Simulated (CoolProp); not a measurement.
Properties of normal hydrogen along the isobar 0.101 MPa.

Model: reference Helmholtz-energy equation of state, Leachman 2009, in CoolProp.

```csv
T (K),phase,density (kg/m³),cv (kJ/(kg K)),speed of sound (m/s),expansivity (1/kK)
23.4,gas,1.119,6.289,389.1,50.60
33.2,gas,0.7570,6.227,472.8,32.25
43,gas,0.5767,6.215,541.4,24.10
52.8,gas,0.4669,6.231,601.0,19.35
62.5,gas,0.3933,6.294,653.3,16.22
72.3,gas,0.3394,6.421,700.2,13.96
82.1,gas,0.2986,6.611,742.2,12.26
91.9,gas,0.2666,6.852,780.0,10.93
101.7,gas,0.2408,7.125,814.7,9.867
111.4,gas,0.2198,7.409,846.6,9.000
121.2,gas,0.2020,7.697,877.2,8.267
```
